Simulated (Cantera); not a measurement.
A closed system holds: 1 mol SiO₂, 3.8 mol CO, 12 mol H₂, equilibrated at 1573 K and 0.000110 bar.

Equilibrium computed with Cantera from the NASA thermochemical tables; the gas is ideal and each condensed phase is pure. Candidate condensed phases: C, C₆H₆, C₇H₈, C₈H₁₈, H₂O, Si, SiC, SiO₂; 123 gas species. The tables hold silica as quartz up to 1696 K and as liquid above; real silica turns to tridymite and cristobalite and melts near 1996 K. Kinetics and transport are ignored.

Base state: H₂ 0.740, CO 0.237, SiO 0.00978, H₂O 0.00881, H 0.00334, CO₂ 0.000974 (mole fractions); condensed: SiO₂(β-quartz).

Question: What changes in the equilibrium state with this change: temperature from 1573 K to 875 K?

Answer: 
| species | before | after |
|---|---|---|
| H₂ | 0.740 | 0.759 |
| CO | 0.237 | 0.240 |
| H₂O | 0.00881 | 8.18e-5 |
| SiO | 0.00978 | <1e-9 |
| H | 0.00334 | 4.17e-9 |
| CH₄ | <1e-9 | 2.77e-5 |
| SiO₂(β-quartz), mol | 0.844 | 1.00 |
| C(graphite), mol | 0 | 0.00193 |
